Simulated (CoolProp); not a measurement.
A simple Rankine cycle with water: condensing at 299.15 K, boiler at 7.23 MPa, turbine inlet 601.2 K, turbine efficiency 0.9, pump efficiency 0.6, no recuperator. Each further row changes one setting.

Values from CoolProp's reference Helmholtz-energy equation of state, Wagner 2002.

```
case                             thermal efficiency (%)  net work (kJ/kg)  heat in (kJ/kg)  turbine exit temperature (K)  volume ratio over the turbine
-------------------------------  ----------------------  ----------------  ---------------  ----------------------------  -----------------------------
as stated                                          35.4               997             2820                         299.2                            967
turbine inlet 621.2 K                              35.6              1030             2880                         299.2                            924
condensing temperature 291.15 K                    36.4              1040             2850                         291.1                           1510
boiler pressure 5.06 MPa                           34.4               994             2890                         299.2                            656
turbine efficiency 0.8                             31.4               885             2820                         299.2                           1030
```

The expansion ends wet for: as stated; turbine inlet 621.2 K; condensing temperature 291.15 K; boiler pressure 5.06 MPa; turbine efficiency 0.8.
